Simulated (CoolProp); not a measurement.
The numbers come from the reference Helmholtz-energy equation of state, Platzer 1990 in CoolProp. This equation is an older, rougher fit; its heat capacities, sound speeds and derivatives of the liquid may be far off and weren't checked against measurements.

Problem. For R13, give the phase and the viscosity (µPa s), conductivity (mW/(m K)) at 168 K and 101 kPa; 338.9 K and 101 kPa.

Solution. 
- 168 K and 101 kPa: liquid; viscosity 458, conductivity 103
- 338.9 K and 101 kPa: gas; viscosity 16.1, conductivity 15.0

Viscosity comes from a separate model (Huber 2003), an estimate that may be off by 10 % or more. Thermal conductivity comes from a separate model (Huber 2003), an estimate that may be off by 10 % or more.
